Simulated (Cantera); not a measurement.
## Thermodynamics of tantalum, niobium, vanadium and zirconium in process gases, feed V + H2O + H2

A closed system holds: 1 mol V, a varied amount of H2O, 3.2 mol H2, held at 2823.15 K and 0.133 bar.

These are equilibrium values from Cantera (NASA tables, ideal gas, pure condensed phases), not measurements of a reactor. Candidate condensed phases: H2O, V, VO, V2O3, V2O4, V2O5; 12 gas species. Each liquid is taken as pure. Mutual solubility and eutectic melting of coexisting phases are not modelled. VO: taken at fixed stoichiometry. Condensed phases not in the tables: N, O or C dissolved in the metal. Equilibrium is a limit: real reactors are often held back by kinetics, nucleation or transport.

| n(H2O) (mol) | x H2 | x H2O | x H | x VO2 | x V | x VO | x OH | n V(l) | n VO(l) |
|---|---|---|---|---|---|---|---|---|---|
| 0.018 | 0.712 | 0.000210 | 0.205 | 4.53e-5 | 0.0780 | 0.00424 | 1.74e-5 | 0.675 | 0 |
| 0.03 | 0.710 | 0.000343 | 0.205 | 0.000121 | 0.0780 | 0.00693 | 2.84e-5 | 0.662 | 0 |
| 0.05 | 0.706 | 0.000551 | 0.204 | 0.000316 | 0.0780 | 0.0112 | 4.57e-5 | 0.640 | 0 |
| 0.084 | 0.699 | 0.000874 | 0.203 | 0.000810 | 0.0780 | 0.0179 | 7.28e-5 | 0.604 | 0 |
| 0.14 | 0.689 | 0.00134 | 0.202 | 0.00195 | 0.0780 | 0.0278 | 0.000112 | 0.545 | 0 |
| 0.24 | 0.673 | 0.00200 | 0.199 | 0.00459 | 0.0780 | 0.0427 | 0.000170 | 0.444 | 0 |
| 0.4 | 0.673 | 0.00202 | 0.199 | 0.00469 | 0.0780 | 0.0431 | 0.000172 | 0.270 | 0.146 |
| 0.67 | 0.676 | 0.00215 | 0.200 | 0.00496 | 0.0737 | 0.0431 | 0.000182 | 0 | 0.394 |
| 1.1 | 0.703 | 0.0105 | 0.204 | 0.0232 | 0.0158 | 0.0431 | 0.000870 | 0 | 0.567 |
| 1.9 | 0.623 | 0.0382 | 0.192 | 0.0956 | 0.00383 | 0.0431 | 0.00337 | 0 | 0.0427 |
| 3.2 | 0.542 | 0.141 | 0.179 | 0.110 | 0.000242 | 0.0116 | 0.0134 | 0 | 0 |
| 5.4 | 0.428 | 0.281 | 0.159 | 0.0896 | 3.13e-5 | 0.00377 | 0.0299 | 0 | 0 |
x: gas mole fraction; n: condensed amount in mol.

From 0.018 mol H2O to 0.24 mol H2O the condensed part is V(l). At 0.4 mol H2O the condensed part is V(l) + VO(l). From 0.67 mol H2O to 1.9 mol H2O the condensed part is VO(l). From 3.2 mol H2O to 5.4 mol H2O nothing is condensed. The main V-bearing gas is V at 0.018 mol H2O and VO2 at 5.4 mol H2O.
